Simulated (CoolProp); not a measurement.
The fluid at 450.35 K and 12 MPa (stagnation) flows isentropically through a choked orifice. The same conditions are run with several fluids, on thermodynamics alone (safety and materials aside).

The numbers come from the reference Helmholtz-energy equation of state of each fluid (ammonia: Gao 2020; R124: de Vries 1995; isobutane: Bücker 2006; oxygen: Schmidt 1985; R142b: Lemmon 2006) in CoolProp.

```json
[
 {"fluid": "ammonia", "throat to inlet pressure ratio": "0.559", "mass flux (kg/(m² s))": "20400", "throat temperature (K)": "(withheld)"},
 {"fluid": "R124", "throat to inlet pressure ratio": "(withheld)", "mass flux (kg/(m² s))": "76600", "throat temperature (K)": "(withheld)"},
 {"fluid": "isobutane", "throat to inlet pressure ratio": "0.491", "mass flux (kg/(m² s))": "55000", "throat temperature (K)": "432.5"},
 {"fluid": "oxygen", "throat to inlet pressure ratio": "0.520", "mass flux (kg/(m² s))": "24200", "throat temperature (K)": "374.5"},
 {"fluid": "R142b", "throat to inlet pressure ratio": "0.491", "mass flux (kg/(m² s))": "76100", "throat temperature (K)": "(withheld)"}
]
```

### Question
What belongs in the gaps?

### Answer

- ammonia, throat temperature (K): 394.0
- R124, throat to inlet pressure ratio: 0.536
- R124, throat temperature (K): 429.8
- R142b, throat temperature (K): 429.0

Above 300 K oxygen's equation is extrapolated.
